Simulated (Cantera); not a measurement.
A perfectly stirred reactor is fed with CO : H2 : O2 : N2 = 1 : 0.16 : 0.483 : 1.82 (molar parts), at 3.65 atm; it is adiabatic with a 375 K inlet, and is followed from long to short residence time, starting on the burning branch (τ in s: 0.043, 0.018, 0.0076, 0.0032, 0.0014, 0.00058, 0.00024, 0.0001, 4.4e-05, 1.8e-05, 7.8e-06, 3.3e-06).

Cantera simulation using GRI-Mech 3.0 (53 species, 325 reactions); the numbers are that mechanism's predictions, not measurements. The hydrogen kinetics of GRI-Mech 3.0 are dated; newer H2 mechanisms differ, most at raised pressure.

**Question.** What does this change do: 0.26 parts H2O added?

**Answer.** 
| quantity | before | after |
|---|---|---|
| blow-out, bracketed by the residence times tried | burning at 44.0 µs, out at 18.0 µs | burning at 44.0 µs, out at 18.0 µs |
| x(CO) at τ = 43.0 ms | 0.0756 | 0.0606 |
| x(H2) at τ = 43.0 ms | 0.00236 | 0.00521 |
| x(O2) at τ = 43.0 ms | 0.00464 | 0.00201 |
| x(H) at τ = 43.0 ms | 0.000673 | 0.000614 |
| x(NO) at τ = 43.0 ms | 0.00247 | 0.000984 |
| x(CO) at τ = 0.240 ms | 0.116 | 0.0897 |
| x(H2) at τ = 0.240 ms | 0.00435 | 0.00881 |
| x(O2) at τ = 0.240 ms | 0.0257 | 0.0181 |
| x(H) at τ = 0.240 ms | 0.00547 | 0.00498 |
| x(NO) at τ = 0.240 ms | 0.000199 | 8.41e-5 |

**Question.** What does this change do: pressure from 3.65 atm to 8.19 atm?

**Answer.** 
```tsv
quantity	before	after
blow-out, bracketed by the residence times tried	burning at 44.0 µs, out at 18.0 µs	burning at 18.0 µs, out at 7.80 µs
x(CO) at τ = 43.0 ms	0.0756	0.0716
x(H2) at τ = 43.0 ms	0.00236	0.00219
x(O2) at τ = 43.0 ms	0.00464	0.00286
x(H) at τ = 43.0 ms	0.000673	0.000460
x(NO) at τ = 43.0 ms	0.00247	0.00220
x(CO) at τ = 0.240 ms	0.116	0.0980
x(H2) at τ = 0.240 ms	0.00435	0.00329
x(O2) at τ = 0.240 ms	0.0257	0.0167
x(H) at τ = 0.240 ms	0.00547	0.00233
x(NO) at τ = 0.240 ms	0.000199	0.000395
```
